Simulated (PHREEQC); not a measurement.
Solution (90 °C): 0.0027 mol/kgw Cu(BF4)2. Closed to the air; pH follows from the charge balance.

Computed with PHREEQC (ion-association model, wateq4f.dat).

No solid was allowed to form.

Q: Estimate the pH, ionic strength.

A: pH 3.23; ionic strength 0.00847 mol/kgw.

Q: In which forms is F present?

A: BF4- 38 %, HF 36 %, F- 13 %, BF2(OH)2- 5.9 %, BF3OH- 5.2 %, HF2- 0.8 % of the F.

Away from 25 °C the constants follow the database's enthalpies or fits; those with neither stay at their 25 °C values. Real BF4- forms and hydrolyses slowly; the run takes it at equilibrium.
